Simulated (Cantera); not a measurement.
A perfectly stirred reactor is fed with CO : O₂ : H₂O : N₂ = 0.0017 : 0.0042 : 0.011 : 1 (molar parts), equivalence ratio 0.20, at 1.00 bar; it is held at 1350 K, and followed from long to short residence time.

Computed with Cantera and GRI-Mech 3.0 (53 species, 325 reactions).

One state of this run: x CO = 0.00131; x O₂ = 0.00395; x H₂O = 0.0107; x H₂O₂ = 4.02e-8; x H = 4.31e-5; x OH = 8.10e-5; x CO₂ = 0.000366. x: mole fraction; the columns are a selection and need not sum to one.

Task: Which value of τ (s) does it belong to?
A. 0.0012
B. 0.0047
C. 0.0024
D. 1.0

Result: A, 0.0012
